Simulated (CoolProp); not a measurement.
Fluoroethane (R161) along the isotherm 122.35 °C: fugacity coefficient from the reference equation and from simpler models built on Tc = 102.1 °C, pc = 5.010 MPa, ω = 0.216; each cubic takes its own stable root.

Values from CoolProp's reference Helmholtz-energy equation of state, Wu 2012.

```tsv
p (MPa)	phase	reference
0.417	gas	0.9754
0.833	gas	0.9511
1.25	gas	0.9270
1.67	gas	0.9030
2.08	gas	0.8798
2.5	gas	0.8563
2.92	gas	0.8329
3.33	gas	0.8103
3.75	gas	0.7872
4.17	gas	0.7642
4.58	gas	0.7419
5	gas	0.7189
```

Problem. How far does each simpler model (van der Waals, Redlich-Kwong, Soave-Redlich-Kwong, Peng-Robinson) lie from the reference over these 12 states: mean and median of the absolute difference, and the worst?

Solution. 
- van der Waals: mean 1.7 %, median 1.8 %, worst +2.9 % at 122.35 °C and 5 MPa
- Redlich-Kwong: mean 0.2 %, median 0.2 %, worst +0.3 % at 122.35 °C and 5 MPa
- Soave-Redlich-Kwong: mean 0.7 %, median 0.7 %, worst +1.3 % at 122.35 °C and 5 MPa
- Peng-Robinson: mean 1.2 %, median 1.2 %, worst -2.0 % at 122.35 °C and 5 MPa
